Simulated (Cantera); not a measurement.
A Cantera script and what it prints.

```python
import numpy as np
import cantera as ct

gas_names = """
    CL CL2 H HCL H2 N NH NH2 NH3 N2 N2H2 N2H4 Si SiCL SiCL2 SiCL3 SiCL4 SiH SiHCL3 SiH2 SiH2CL2 SiH3
    SiH3CL SiH4 SiN Si2 Si2N Si3
""".split()
cond_names = """
    NH4CL(a) NH4CL(b) Si(cr) Si(L) Si3N4(a)
""".split()


# ... load() reads the species with a 1 bar reference pressure and builds the phases ...
atoms = {
    'SiHCl3': {'Si': 1, 'H': 1, 'CL': 3},
    'N2': {'N': 2},
}
top_T = {'Si3N4(a)': 2400}  # K; cautious upper limits of use, not melting points


# ... equilibrate(T, P, feed) seeds the gas with the atoms and calls Mixture.equilibrate('TP', solver="vcs", rtol=1e-11, max_steps=5000) ...
results = []
feed = {'SiHCl3': 1, 'N2': 14}  # mol
P = 280  # Pa
for T in [873, 948, 1023, 1098, 1173, 1248, 1323, 1398, 1473, 1548, 1623, 1698, 1773]:
    mix = equilibrate(T, P, feed)
    results.append((T, P, feed, dict(zip(mix.species_names, mix.species_moles))))

top = {s: max(r[3][s] / sum(r[3][g] for g in gas_names) for r in results) for s in gas_names}
cols = sorted((s for s in top if top[s] > 0.001), key=lambda s: -top[s])[:5]
seen = [c for c in cond_names if any(r[3].get(c, 0) > 1e-12 for r in results)]
print("log10 of partial pressures in bar; condensed amounts in mol")
print(f"{'T/K':>10s}" + "".join(f"{s[:9]:>10s}" for s in cols + seen))
for T, P, feed, n in results:
    ng = sum(n[g] for g in gas_names)
    print(f"{T:10.4g}" + "".join(f"{np.log10(max(n[s] / ng * P / 1e5, 1e-99)):10.3f}" for s in cols)
          + "".join(f"{n.get(c, 0):10.4g}" for c in seen))
```

It prints:

```
log10 of partial pressures in bar; condensed amounts in mol
       T/K        N2     SiCL2       HCL     SiCL4     SiCL3  Si3N4(a)
       873    -2.597    -9.985    -3.802    -4.004    -7.879    0.1544
       948    -2.597    -8.647    -3.793    -4.008    -7.092     0.156
      1023    -2.597    -7.509    -3.786    -4.012    -6.423     0.157
      1098    -2.597    -6.531    -3.781    -4.019    -5.849    0.1572
      1173    -2.598    -5.686    -3.778    -4.035    -5.358    0.1548
      1248    -2.599    -4.963    -3.778    -4.085    -4.953     0.144
      1323    -2.601    -4.376    -3.785    -4.234    -4.674    0.1101
      1398    -2.606    -3.979    -3.809    -4.619    -4.614   0.04636
      1473    -2.609    -3.817    -3.837    -5.189    -4.770         0
      1548    -2.609    -3.800    -3.812    -5.476    -4.862         0
      1623    -2.610    -3.788    -3.800    -5.784    -4.970         0
      1698    -2.611    -3.779    -3.797    -6.140    -5.107         0
      1773    -2.611    -3.772    -3.803    -6.557    -5.280         0
```

Method: chemical equilibrium by Gibbs-energy minimisation in Cantera with the NASA 1993 tables (ideal gas, pure condensed phases). N2 is the only nitrogen source here; it is nearly inert below about 1500 K, so the nitride shown seldom forms there in practice. The tables' values for SiCl3, SiCl are old estimates; treat these amounts as uncertain.
